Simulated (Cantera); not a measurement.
A perfectly stirred reactor is fed with NH3 : N2 = 1 : 3.3 (molar parts), at 1.00 bar; it is held at 1600 K, and followed from long to short residence time.

Cantera simulation using the gas-phase N/H chemistry of the illustrative SiF4/NH3 mechanism in the Surface Chemkin manual (1991); the numbers are that mechanism's predictions, not measurements. Walls and surfaces, which speed up NH3 decomposition in real reactors, are not modelled.

One state of this run: x NH3 = 0.221; x H = 1.33e-6; x NH = 2.37e-7; x N2 = 0.765; x NH2 = 4.91e-5. x: mole fraction; the columns are a selection and need not sum to one.

Question: Which value of τ (s) does it belong to?
(A) 0.33
(B) 0.11
(C) 0.022
(D) 0.013

Answer: A, 0.33
